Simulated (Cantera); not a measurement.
A closed system holds: 1 mol Si₃N₄, 0.0022 mol O₂, 970 mol H₂, 2.1 mol CO₂, at 1 atm.

These are equilibrium values from Cantera (NASA tables, ideal gas, pure condensed phases), not measurements of a reactor. Candidate condensed phases: C, C₆H₆, C₇H₈, C₈H₁₈, H₂O, Si, SiC, SiO₂, Si₂N₂O, Si₃N₄; 151 gas species. Mutual solubility and eutectic melting of coexisting phases are not modelled. The tables hold silica as quartz up to 1696 K and as liquid above; real silica turns to tridymite and cristobalite and melts near 1996 K. Gases not in the tables: Si₂H₆ and higher silanes. The numbers say what is thermodynamically allowed, not how fast it happens.

### Question
What share of the Si ends up in condensed phases as a function of T (°C), at 777, 852, 927, 1002, 1077, 1152, 1227, 1302, 1377, 1452, 1527, 1602, 1677?

### Answer
```csv
T (°C),Si condensed (%),as
777,100.0,SiO₂(β-quartz) + Si₂N₂O(s)
852,100.0,SiO₂(β-quartz) + Si₂N₂O(s)
927,100.0,SiO₂(β-quartz) + Si₂N₂O(s)
1002,100.0,SiO₂(β-quartz) + Si₂N₂O(s)
1077,100.0,SiO₂(β-quartz) + Si₂N₂O(s)
1152,99.9,SiO₂(β-quartz) + Si₂N₂O(s)
1227,99.2,SiO₂(β-quartz) + Si₂N₂O(s)
1302,94.7,SiO₂(β-quartz) + Si₂N₂O(s)
1377,72.6,SiO₂(β-quartz) + Si₂N₂O(s)
1452,56.1,Si₂N₂O(s)
1527,13.8,SiC(s)
1602,13.3,SiC(s)
1677,12.4,SiC(s)
```
